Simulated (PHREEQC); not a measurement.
Alkaline etch or developer

Dissolve 15 mmol/kgw TMAH, 0.16 mmol/kgw K2SiO3 and 48 mmol/kgw K2CO3 at 50 °C. Closed to the air; pH follows from the charge balance.

Computed with PHREEQC (ion-association model, phreeqc.dat).

```
Quantity                  Value
----------------  -------------
pH                        11.34
ionic strength    0.158 mol/kgw
density             0.995 g/cm³
total alkalinity     111 meq/kg
```

```tsv
species	molality	activity	log γ
K+	0.0963	0.0693	-0.143
CO3-2	0.0466	0.0149	-0.496
OH-	0.0165	0.0118	-0.145
(CH3)4N+	0.0150	0.0109	-0.139
HCO3-	0.00137	0.00103	-0.124
H3SiO4-	0.000140	0.000101	-0.139
H2SiO4-2	1.90e-5	6.08e-6	-0.496
H4SiO4	1.45e-6	1.51e-6	0.016
CO2	8.86e-9	9.19e-9	0.016
```

Precipitation was switched off in this run. (CH3)4N+ isn't in the database: it is added as a free cation with an ion size of 4 Å. At this temperature some constants are extrapolated from 25 °C, and those without enthalpy data are left unchanged.
